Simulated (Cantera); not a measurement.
An adiabatic, constant-volume homogeneous reactor starts with 1.49 % C₃H₈, 20.7 % O₂, 77.8 % N₂, equivalence ratio 0.36, at 1250 K and 2.60 bar.

Computed with Cantera and GRI-Mech 3.0 (53 species, 325 reactions). GRI-Mech 3.0 was tuned for natural gas; its chemistry of propane as a main component is partial and can be far from experiment.

Q: Predict: time of steepest temperature rise; temperature at 1.00 s; equilibrium temperature; x(O₂) at 1.00 s.

A: 
```
Item                                                            Result
---------------------------------  -----------------------------------
time of steepest temperature rise                              1.22 ms
temperature at 1.00 s                                           2232 K
equilibrium temperature                                         2232 K
x(O₂) at 1.00 s                    0.125 (gas-phase equilibrium 0.125)
```
